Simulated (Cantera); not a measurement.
A closed system holds: 1 mol CuO, 0.36 mol H2, at 973 K and 0.210 bar.

Cantera equilibrium calculation (NASA polynomials, part measured and part estimated; ideal gas, pure solids and liquids). Candidate condensed phases: Cu, CuO, Cu(OH)2, Cu2O, H2O; 12 gas species. Rates play no part.

Base state: H2O 1.000, O2 0.000252 (mole fractions); condensed: CuO(s) + Cu2O(s).

**Question.** What changes in the equilibrium state with this change: temperature from 973 K to 1448 K?

**Answer.** 
| species | before | after |
|---|---|---|
| H2O | 1.000 | 0.837 |
| O2 | 0.000252 | 0.163 |
| OH | 5.81e-8 | 0.000196 |
| CuO(s), mol | 0.280 | 0 |
| Cu2O(s), mol | 0.360 | 0.500 |
